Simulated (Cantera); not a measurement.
**Ignition delay**

Mixture: CH4 : CO : O2 : N2 : H2O = 1 : 0.64 : 1.22 : 4.59 : 0.54 (molar parts), equivalence ratio 1.9, at 1130 Torr, adiabatic and at constant pressure. Ignition delay is the time to a rise of 400 K.

Model: GRI-Mech 3.0 (53 species, 325 reactions), integrated in Cantera.

```tsv
T0 (K)	delay (ms)
1398	5.32
1473	2.10
1548	0.896
1623	0.416
1698	0.211
```

apparent activation energy between 1548 and 1698 K: 210 kJ/mol
